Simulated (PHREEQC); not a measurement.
**Leach liquor (model solution)**

Solution (25 °C): 2.4 mmol/kgw HCl, 33 mmol/kgw Al2(SO4)3 and 51 mmol/kgw MnSO4. Closed to the air; pH follows from the charge balance.

The numbers come from PHREEQC with the ion-association model, phreeqc.dat.

This is a speciation only: nothing precipitates in the calculation.

Problem. Estimate the pH, ionic strength.

Solution. pH 3.10; ionic strength 0.212 mol/kgw.

Problem. In which forms is S present?

Solution. SO4-2 32 %, AlSO4+ 28 %, Al(SO4)2- 24 %, MnSO4 15 %, HSO4- 1.0 % of the S.

Species that the database lacks are ignored.
